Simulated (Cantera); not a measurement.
An isothermal, constant-pressure homogeneous reactor starts with 41.0 % CH4, 49.2 % H2O, 9.84 % H2, at 1900 K and 0.132 atm.

Model: GRI-Mech 3.0 (53 species, 325 reactions), integrated in Cantera.

x: mole fraction; the columns are a selection and need not sum to one.

```csv
t (s),x CH4,x H2O,x H2,x HCO,x C2H2
1.00e-6,0.410,0.492,0.0984,<1e-12,<1e-12
8.18e-6,0.409,0.492,0.0986,3.71e-12,8.75e-10
6.69e-5,0.404,0.491,0.101,8.33e-9,8.04e-6
0.000547,[?],0.452,[?],[?],[?]
0.00447,0.0553,0.352,0.460,2.16e-7,0.116
0.0366,[?],[?],[?],[?],[?]
0.299,0.00566,0.0992,0.685,3.08e-8,0.0257
2.45,0.000454,0.0434,0.730,2.52e-8,0.000479
20.0,2.96e-9,0.0420,0.731,2.51e-8,1.89e-12
```

Question: Some entries are withheld; supply them.

Answer: 
- 0.000547, x CH4: 0.276
- 0.000547, x H2: 0.213
- 0.000547, x HCO: 7.36e-7
- 0.000547, x C2H2: 0.0251
- 0.0366, x CH4: 0.0144
- 0.0366, x H2O: 0.247
- 0.0366, x H2: 0.570
- 0.0366, x HCO: 7.65e-8
- 0.0366, x C2H2: 0.0915
